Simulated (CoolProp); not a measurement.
Vapour pressure (MPa) of oxygen: the reference equation beside estimates from Tc = 154.6 K, pc = 5.046 MPa, ω = 0.022. Clausius-Clapeyron is anchored at 133.3 K with a constant enthalpy of vaporisation of 4.639 kJ/mol.

The numbers come from the reference Helmholtz-energy equation of state, Schmidt 1985 in CoolProp.

```csv
T (K),reference,Clausius-Clapeyron,Redlich-Kwong,Soave-Redlich-Kwong,Peng-Robinson
120.5,1.052,1.317,[?],1.061,1.057
123.7,1.259,[?],1.243,1.272,1.265
126.9,1.494,1.663,1.486,1.511,1.501
130.1,1.758,1.853,1.760,1.780,[?]
133.3,2.054,2.054,2.066,2.081,2.066
136.5,[?],2.266,[?],2.416,2.400
139.7,2.751,2.488,2.783,2.787,2.770
142.9,3.158,2.721,3.196,3.196,3.179
146.1,3.607,[?],[?],3.645,[?]
149.3,4.103,3.216,4.140,4.136,4.124
```

Task: Some entries are withheld; supply them.

Result: 
- 120.5, Redlich-Kwong: 1.028
- 123.7, Clausius-Clapeyron: 1.484
- 130.1, Peng-Robinson: 1.768
- 136.5, reference: 2.384
- 136.5, Redlich-Kwong: 2.407
- 146.1, Clausius-Clapeyron: 2.964
- 146.1, Redlich-Kwong: 3.648
- 146.1, Peng-Robinson: 3.629

Absolute difference from the reference over all 10 rows, mean and median: Clausius-Clapeyron 12.8 and 12.6 %, Redlich-Kwong 1.0 and 1.1 %, Soave-Redlich-Kwong 1.1 and 1.2 %, Peng-Robinson 0.6 and 0.6 %.
